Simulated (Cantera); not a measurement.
Input: 1 mol TiCl₄, 1.2 mol C₃H₈, 200 mol H₂, 1.4 mol CH₄, at 1000 K and 0.975 Torr.

Cantera equilibrium calculation (NASA polynomials, part measured and part estimated; ideal gas, pure solids and liquids). Candidate condensed phases: C, C₆H₆, C₇H₈, C₈H₁₈, Ti, TiC, TiCl₂, TiCl₃, TiCl₄; 96 gas species. TiC: taken at fixed stoichiometry. Rates play no part.

### Question
What is the equilibrium state?

### Answer
```json
{
  "x(H₂)": "0.981",
  "x(HCl)": "0.0191",
  "x(CH₄)": "0.000119",
  "x(TiCl₃)": "1.61e-6",
  "n(C(graphite))": "3.98 mol",
  "n(TiC(s))": "1.000 mol",
  "gas_amount": "209.6 mol",
  "log10 activity of TiCl₃(s) (absent)": "-7.86",
  "log10 activity of Ti(α) (absent)": "-9.03",
  "log10 activity of TiCl₄(l) (absent)": "-11.15"
}
```
